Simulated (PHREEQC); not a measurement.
**Nickel, zinc or cadmium bath: an equilibrium model**

A solution holds 0.38 mol/kgw CdCl2, 0.17 mol/kgw KCl and 0.0013 mol/kgw NiCl2, at 80 °C. Closed to the air; pH follows from the charge balance.

The numbers come from PHREEQC with the ion-association model, wateq4f.dat.

Each row changes one thing in this solution. Precipitation was switched off in this run.

| case | pH | ionic strength (mol/kgw) | Cl- (mol/kgw) | CdCl+ (mol/kgw) | CdCl2 (mol/kgw) | CdCl3- (mol/kgw) | SI of CdOHCl (CdOHCl) |
|---|---|---|---|---|---|---|---|
| as made | 4.97 | 0.420 | 0.344 | 0.182 | 0.124 | 0.0530 | -0.65 |
| NiCl2 left out | 4.97 | 0.417 | 0.343 | 0.182 | 0.124 | 0.0527 | -0.65 |
| CdCl2 from 0.38 to 0.076 mol/kgw | ___ | 0.236 | 0.222 | 0.0421 | 0.0210 | 0.00590 | -0.99 |
| NiCl2 replaced by AlCl3 at the same molality | 3.51 | 0.423 | 0.345 | 0.181 | 0.124 | 0.0532 | -2.11 |
| CdCl2 from 0.38 to 0.19 mol/kgw | ___ | 0.313 | 0.278 | 0.0983 | 0.0577 | 0.0201 | ___ |
| NiCl2 from 0.0013 to 0.00026 mol/kgw | 4.97 | 0.418 | 0.343 | 0.182 | 0.124 | 0.0528 | -0.65 |

Problem. Complete the blanks.

Solution. 
- CdCl2 from 0.38 to 0.076 mol/kgw, pH: 5.25
- CdCl2 from 0.38 to 0.19 mol/kgw, pH: 5.09
- CdCl2 from 0.38 to 0.19 mol/kgw, SI of CdOHCl (CdOHCl): -0.80

Species that the database lacks are ignored. Some of these states are supersaturated (in Boehmite (slow to form), Gibbsite (slow to form), for instance). At this temperature some constants are extrapolated from 25 °C, and those without enthalpy data are left unchanged.
